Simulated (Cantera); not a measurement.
Source: NASA polynomial tables (part measured, part estimated), evaluated in Cantera. Values are per mole of reaction as written; species without (g) are pure solids or liquids, kept so even where they would boil at 1 bar.

0.6667 Cr + O2(g) → 0.6667 CrO3(g)

```tsv
T (K)	ΔH° (kJ)	ΔS° (J/K)	ΔG° (kJ)	log10 K
1850	-205.1	-52.8	-107.4	3.03
1875	-205.5	-53.0	-106.0	2.95
1900	-205.9	-53.3	-104.7	2.88
1925	-206.3	-53.5	-103.4	2.81
1950	___	___	___	___
1975	___	___	___	___
2000	-207.6	-54.1	-99.3	2.59
2025	___	___	___	___
2050	-208.5	-54.6	-96.6	2.46
2075	-209.0	-54.8	-95.3	2.40
```

Question: Some entries are withheld; supply them.

Answer: 
- 1950, ΔH° (kJ): -206.7
- 1950, ΔS° (J/K): -53.7
- 1950, ΔG° (kJ): -102.0
- 1950, log10 K: 2.73
- 1975, ΔH° (kJ): -207.2
- 1975, ΔS° (J/K): -53.9
- 1975, ΔG° (kJ): -100.7
- 1975, log10 K: 2.66
- 2025, ΔH° (kJ): -208.1
- 2025, ΔS° (J/K): -54.4
- 2025, ΔG° (kJ): -98.0
- 2025, log10 K: 2.53
